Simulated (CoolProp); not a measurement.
Saturation properties of water.

The numbers come from the reference Helmholtz-energy equation of state, Wagner 2002 in CoolProp.

```json
[
 {"T (K)": "313.2", "p (MPa)": "0.007405", "liquid density (kg/m³)": "992.2", "vapour density (kg/m³)": "0.05137", "surface tension (mN/m)": "69.7", "vapour viscosity (µPa s)": "10.2"},
 {"T (K)": "316", "p (MPa)": "0.008583", "liquid density (kg/m³)": "?", "vapour density (kg/m³)": "0.05904", "surface tension (mN/m)": "69.2", "vapour viscosity (µPa s)": "?"},
 {"T (K)": "318.9", "p (MPa)": "0.009971", "liquid density (kg/m³)": "989.9", "vapour density (kg/m³)": "0.06798", "surface tension (mN/m)": "68.7", "vapour viscosity (µPa s)": "10.4"},
 {"T (K)": "321.8", "p (MPa)": "0.01155", "liquid density (kg/m³)": "988.6", "vapour density (kg/m³)": "0.07805", "surface tension (mN/m)": "68.2", "vapour viscosity (µPa s)": "10.5"},
 {"T (K)": "324.7", "p (MPa)": "?", "liquid density (kg/m³)": "987.3", "vapour density (kg/m³)": "0.08935", "surface tension (mN/m)": "?", "vapour viscosity (µPa s)": "10.6"},
 {"T (K)": "327.6", "p (MPa)": "0.01535", "liquid density (kg/m³)": "985.9", "vapour density (kg/m³)": "0.1020", "surface tension (mN/m)": "67.3", "vapour viscosity (µPa s)": "10.7"},
 {"T (K)": "330.5", "p (MPa)": "0.01762", "liquid density (kg/m³)": "984.5", "vapour density (kg/m³)": "0.1161", "surface tension (mN/m)": "66.8", "vapour viscosity (µPa s)": "10.8"},
 {"T (K)": "333.4", "p (MPa)": "0.02018", "liquid density (kg/m³)": "983.0", "vapour density (kg/m³)": "0.1318", "surface tension (mN/m)": "66.3", "vapour viscosity (µPa s)": "10.9"},
 {"T (K)": "336.3", "p (MPa)": "0.02304", "liquid density (kg/m³)": "981.5", "vapour density (kg/m³)": "0.1493", "surface tension (mN/m)": "65.8", "vapour viscosity (µPa s)": "11.0"},
 {"T (K)": "339.2", "p (MPa)": "0.02624", "liquid density (kg/m³)": "979.9", "vapour density (kg/m³)": "?", "surface tension (mN/m)": "65.2", "vapour viscosity (µPa s)": "11.1"},
 {"T (K)": "342", "p (MPa)": "0.02968", "liquid density (kg/m³)": "978.4", "vapour density (kg/m³)": "0.1894", "surface tension (mN/m)": "64.7", "vapour viscosity (µPa s)": "11.2"},
 {"T (K)": "344.9", "p (MPa)": "0.03364", "liquid density (kg/m³)": "976.7", "vapour density (kg/m³)": "0.2129", "surface tension (mN/m)": "64.2", "vapour viscosity (µPa s)": "11.3"},
 {"T (K)": "347.8", "p (MPa)": "0.03803", "liquid density (kg/m³)": "975.0", "vapour density (kg/m³)": "0.2389", "surface tension (mN/m)": "63.7", "vapour viscosity (µPa s)": "11.4"},
 {"T (K)": "350.7", "p (MPa)": "?", "liquid density (kg/m³)": "973.3", "vapour density (kg/m³)": "0.2674", "surface tension (mN/m)": "63.2", "vapour viscosity (µPa s)": "11.5"}
]
```

Complete the blanks.


- 316, liquid density (kg/m³): 991.1
- 316, vapour viscosity (µPa s): 10.3
- 324.7, p (MPa): 0.01333
- 324.7, surface tension (mN/m): 67.8
- 339.2, vapour density (kg/m³): 0.1687
- 350.7, p (MPa): 0.04290

It boils at 373.1 K under 1 atm.

Viscosity comes from a separate model (Huber 2009). Surface tension comes from a separate correlation (Mulero 2012).
